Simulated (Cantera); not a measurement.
Input (Python, Cantera):

```python
import numpy as np
import cantera as ct

gas = ct.Solution("gri30.yaml")
gas.TPX = 650, 330000, {'CH3OH': 1, 'O2': 2.42, 'N2': 9.1, 'H2O': 0.81}
inlet = ct.Reservoir(gas, clone=True)
gas.equilibrate("HP")  # start burning
reactor = ct.IdealGasConstPressureReactor(gas, energy="on", clone=False)
exhaust = ct.Reservoir(gas, clone=True)
tau = [0.037, 0.02, 0.011, 0.006, 0.0033, 0.0018, 0.00097, 0.00053, 0.00029, 0.00016, 8.6e-05][0]
for a, b in ((inlet, reactor), (reactor, exhaust)):
    ct.MassFlowController(a, b, mdot=lambda t: reactor.mass / tau)
net = ct.ReactorNet([reactor])
show = ['CH3OH', 'O2', 'H2O', 'NO', 'H']

rows = []
print(f"{'tau/s':>10s}{'T/K':>9s}" + "".join(f"{s:>11s}" for s in show))
for tau in [0.037, 0.02, 0.011, 0.006, 0.0033, 0.0018, 0.00097, 0.00053, 0.00029, 0.00016, 8.6e-05]:
    net.initial_time = 0.0
    net.advance(30 * tau)
    before = gas.X
    net.advance(40 * tau)
    drift = np.max(np.abs(gas.X - before) / (gas.X + 1e-9))
    rows.append([gas.T, *gas[show].X, drift])
    print(f"{tau:10.3e}{gas.T:9.1f}" + "".join(f"{x:11.3e}" for x in gas[show].X))
```

Output:

```
     tau/s      T/K      CH3OH         O2        H2O         NO          H
 3.700e-02   1929.3  2.557e-06  6.629e-02  2.022e-01  3.835e-05  1.158e-05
 2.000e-02   1927.1  4.178e-06  6.633e-02  2.020e-01  2.781e-05  1.711e-05
 1.100e-02   1923.9  6.562e-06  6.639e-02  2.018e-01  2.173e-05  2.662e-05
 6.000e-03   1919.3  1.017e-05  6.650e-02  2.014e-01  1.777e-05  4.342e-05
 3.300e-03   1912.7  1.545e-05  6.667e-02  2.010e-01  1.493e-05  7.187e-05
 1.800e-03   1903.4  2.347e-05  6.697e-02  2.004e-01  1.249e-05  1.205e-04
 9.700e-04   1890.0  3.592e-05  6.746e-02  1.996e-01  1.018e-05  2.025e-04
 5.300e-04   1871.8  5.492e-05  6.823e-02  1.986e-01  8.058e-06  3.289e-04
 2.900e-04   1846.4  8.588e-05  6.946e-02  1.974e-01  6.144e-06  5.131e-04
 1.600e-04   1811.0  1.404e-04  7.145e-02  1.959e-01  4.410e-06  7.447e-04
 8.600e-05   1753.4  2.712e-04  7.537e-02  1.939e-01  2.508e-06  9.511e-04
```

Computed with Cantera and GRI-Mech 3.0 (53 species, 325 reactions). GRI-Mech 3.0 was tuned for natural gas; its chemistry of methanol as a main component is partial and can be far from experiment.
